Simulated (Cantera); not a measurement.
A closed system holds: 1 mol Si, 5.6 mol NH₃, 1.2 mol H₂, equilibrated at 0.120 bar.

These are equilibrium values from Cantera (NASA tables, ideal gas, pure condensed phases), not measurements of a reactor. Candidate condensed phases: Si, Si₃N₄; 18 gas species. Rates play no part. All values below are at 1748 K.

Base state: H₂ 0.818, N₂ 0.182, H 0.000596 (mole fractions); condensed: Si₃N₄(s).

Q: What changes in the equilibrium state with this change: Si replaced by Al?

A: 
| species | before | after |
|---|---|---|
| H₂ | 0.818 | 0.806 |
| N₂ | 0.182 | 0.193 |
| H | 0.000596 | 0.000592 |
| Si₃N₄(s), mol | 0.333 | 0 |
| AlN(s), mol | 0 | 1.000 |
Further candidate phases: Al, AlN.

Q: What changes in the equilibrium state with this change: 0.29 mol Cl₂ added?

A: 
```csv
species,before,after
H₂,0.818,0.775
N₂,0.182,0.179
HCl,0,0.0431
SiCl₂,0,0.00246
SiCl₃,0,2.67e-5
Cl,0,2.49e-5
H,0.000596,0.000581
"Si₃N₄(s), mol",0.333,0.323
```
The tables' values for SiCl₃ are old estimates; treat these amounts as uncertain. Further candidate phases: NH₄Cl.
